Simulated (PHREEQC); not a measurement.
A solution holds 0.83 mol/kgw SrCl2 and 0.19 mol/kgw MgCl2, at 25 °C. Closed to the air; pH follows from the charge balance.

Computed with PHREEQC (Pitzer model, pitzer.dat).

The ionic strength is 3.06 mol/kgw, the activity of water comes out as 0.945 and the density is 1.119 g/cm³. The osmotic coefficient is 1.032.

```
species  molality  activity   log γ
-------  --------  --------  ------
Cl-          2.04      1.16  -0.244
Sr+2        0.830     0.280  -0.471
Mg+2        0.190    0.0848  -0.350
H+        3.99e-7   5.08e-7   0.105
MgOH+     2.79e-7   2.45e-7  -0.057
OH-       1.20e-7   1.88e-8  -0.805
```

No solid was allowed to form. Complexes and solids missing from the database can't appear.
